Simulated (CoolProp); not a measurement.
Vapour pressure (bar) of dimethyl carbonate: the reference equation beside estimates from Tc = 283.9 °C, pc = 49.09 bar, ω = 0.346. Clausius-Clapeyron is anchored at 30.75 °C with a constant enthalpy of vaporisation of 37.42 kJ/mol.

Computed with CoolProp (reference Helmholtz-energy equation of state, Zhou 2011).

```tsv
T (°C)	reference	Lee-Kesler	Clausius-Clapeyron	Redlich-Kwong	Soave-Redlich-Kwong
30.75	0.09693	0.08972	0.09693	0.3439	0.09149
34.15	0.1142	0.1061	0.1142	0.3930	0.1081
37.55	0.1341	0.1250	0.1340	0.4476	0.1272
40.85	0.1560	0.1460	0.1561	0.5061	0.1483
44.25	0.1815	0.1705	0.1820	0.5724	0.1731
47.65	0.2105	0.1985	0.2115	0.6453	0.2012
51.05	0.2432	0.2301	0.2450	0.7253	0.2329
54.45	0.2799	0.2658	0.2830	0.8126	0.2688
57.85	0.3210	0.3059	0.3259	0.9079	0.3090
61.25	0.3670	0.3510	0.3742	1.011	0.3541
64.65	0.4182	0.4013	0.4285	1.124	0.4045
68.05	0.4750	0.4573	0.4893	1.245	0.4605
71.45	0.5379	0.5196	0.5573	1.377	0.5228
```

Absolute difference from the reference over all 13 rows, mean and median: Lee-Kesler 5.4 and 5.4 %, Clausius-Clapeyron 1.2 and 0.7 %, Redlich-Kwong 201.0 and 198.2 %, Soave-Redlich-Kwong 4.2 and 4.2 %.
